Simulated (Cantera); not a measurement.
## Carbon deposition, reforming and gasification: C₂H₂ + H₂O + N₂

A closed system holds: 1 mol C₂H₂, 0.58 mol H₂O, 0.2 mol N₂, equilibrated at 2348.15 K and 35000 Pa.

Method: chemical equilibrium by Gibbs-energy minimisation in Cantera with the NASA 1993 tables (ideal gas, pure condensed phases). Candidate condensed phases: C, C₆H₆, C₇H₈, C₈H₁₈, H₂O; 136 gas species. The numbers say what is thermodynamically allowed, not how fast it happens.

```json
{
 "x(H₂)": "0.646",
 "x(CO)": "0.244",
 "x(N₂)": "0.0782",
 "x(H)": "0.0168",
 "x(HCN)": "0.0106",
 "x(C₂H₂ (acetylene))": "0.00353",
 "x(HNC)": "0.00103",
 "x(CH₄)": "2.85e-5",
 "x(CH₃)": "1.38e-5",
 "n(C(graphite))": "1.38 mol",
 "gas_amount": "2.380 mol"
}
```
